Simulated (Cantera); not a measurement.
A closed system holds: 1 mol B2O3, 0.51 mol F2, 3.1 mol N2, at 0.100 bar.

Cantera equilibrium calculation (NASA polynomials, part measured and part estimated; ideal gas, pure solids and liquids). Candidate condensed phases: B, BN, B2O3; 31 gas species. Kinetics and transport are ignored.

log p: log10 of the partial pressure in bar; n: condensed amount in mol.

| T (K) | log p N2 | log p BOF | log p BF3 | log p O2 | log p B3O3F3 | log p B2O3 | log p NO | n B2O3(l) |
|---|---|---|---|---|---|---|---|---|
| 1148 | -1.08 | -3.75 | -2.09 | -2.16 | -2.99 | -8.81 | [?] | 0.790 |
| 1198 | -1.08 | -3.40 | -2.10 | -2.16 | -2.98 | -8.06 | [?] | 0.786 |
| 1248 | -1.08 | -3.08 | -2.11 | -2.16 | -2.98 | -7.38 | [?] | 0.781 |
| 1298 | -1.08 | -2.79 | -2.12 | -2.17 | -2.98 | -6.75 | [?] | 0.771 |
| 1348 | -1.09 | -2.52 | -2.15 | -2.17 | -3.00 | -6.18 | [?] | 0.755 |
| 1398 | -1.09 | -2.28 | -2.20 | -2.18 | -3.04 | -5.64 | [?] | 0.729 |
| 1448 | -1.10 | -2.08 | -2.29 | -2.19 | -3.12 | -5.14 | [?] | 0.691 |
| 1498 | -1.11 | -1.90 | -2.43 | -2.20 | -3.25 | -4.68 | [?] | 0.639 |
| 1548 | -1.13 | -1.77 | -2.66 | -2.22 | -3.47 | -4.25 | [?] | 0.580 |
| 1598 | -1.14 | -1.69 | -2.99 | -2.23 | -3.80 | -3.85 | [?] | 0.528 |
| 1648 | -1.15 | -1.66 | -3.42 | -2.24 | -4.23 | -3.47 | [?] | 0.491 |

### Question
Some entries are withheld; supply them.

### Answer

- 1148, log p NO: -5.12
- 1198, log p NO: -4.94
- 1248, log p NO: -4.79
- 1298, log p NO: -4.64
- 1348, log p NO: -4.51
- 1398, log p NO: -4.39
- 1448, log p NO: -4.28
- 1498, log p NO: -4.18
- 1548, log p NO: -4.10
- 1598, log p NO: -4.01
- 1648, log p NO: -3.93
